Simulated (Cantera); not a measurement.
## KOH + H₂O + CO₂ (calcination and drying)

Input: 1 mol KOH, 4.1 mol H₂O, 0.019 mol CO₂, equilibrated at 0.00880 bar.

These are equilibrium values from Cantera (NASA tables, ideal gas, pure condensed phases), not measurements of a reactor. Candidate condensed phases: C, C₆H₆, C₇H₈, C₈H₁₈, H₂O, K, KOH, KO₂, K₂CO₃, K₂O, K₂O₂; 116 gas species. The numbers say what is thermodynamically allowed, not how fast it happens.

From 1598 K to 2048 K nothing is condensed. The main K-bearing gas is KOH at 1598 K and K at 2048 K.

```
T (K)  log p H₂O  log p KOH  log p K  log p O₂  log p H₂  log p OH
-----  ---------  ---------  -------  --------  --------  --------
1598       -2.15      -2.81    -3.80     -4.37     -5.15     -5.26
1673       -2.16      -2.85    -3.59     -4.17     -4.89     -4.97
1748       -2.16      -2.89    -3.42     -4.00     -4.64     -4.71
1823       -2.16      -2.95    -3.28     -3.85     -4.41     -4.47
1898       -2.16      -3.03    -3.17     -3.73     -4.19     -4.26
1973       -2.17      -3.13    -3.08     -3.62     -3.99     -4.07
2048       -2.18      -3.23    -3.02     -3.54     -3.80     -3.89
```
log p: log10 of the partial pressure in bar; nothing condenses.
